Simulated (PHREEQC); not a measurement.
Solution (65 °C): 0.0099 mol ZnSO4, 4.2e-05 mol KCl and 0.081 mol MnSO4 per kg of water. Closed to the air; pH follows from the charge balance.

Computed with PHREEQC (ion-association model, wateq4f.dat).

This is a speciation only: nothing precipitates in the calculation.

Problem. Order these Cl species by the share of Cl that they hold, largest first: Cl-, MnCl+, ZnCl+.

Solution. Cl- (94 %), MnCl+ (4.3 %), ZnCl+ (1.6 %)

Problem. Order these S species by the share of S that they hold, largest first: Zn(SO4)2-2, MnSO4, SO4-2, ZnSO4.

Solution. MnSO4 (49 %), SO4-2 (43 %), ZnSO4 (5.0 %), Zn(SO4)2-2 (2.5 %)

The pH is 5.58 and the ionic strength 0.162 mol/kgw. Away from 25 °C the constants follow the database's enthalpies or fits; those with neither stay at their 25 °C values.
